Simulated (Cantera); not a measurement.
Feed: 1 mol C₂F₆, 0.011 mol CH₄, held at 825 °C and 10.0 mbar.

Method: chemical equilibrium by Gibbs-energy minimisation in Cantera with the NASA 1993 tables (ideal gas, pure condensed phases). Candidate condensed phases: C, C₆H₆, C₇H₈, C₈H₁₈; 95 gas species. The feed counts by its element totals alone. Gases not in the tables: C₂F₆ and larger saturated fluorocarbons. Equilibrium is a limit: real reactors are often held back by kinetics, nucleation or transport.

Base state: CF₄ 0.971, HF 0.0287 (mole fractions); condensed: C(graphite).

Question: What changes in the equilibrium state with this change: CH₄ from 0.011 to 1.2 mol?

Answer: 
| species | before | after |
|---|---|---|
| HF | 0.0287 | 0.941 |
| CF₄ | 0.971 | 0.0588 |
| C(graphite), mol | 0.522 | 2.90 |
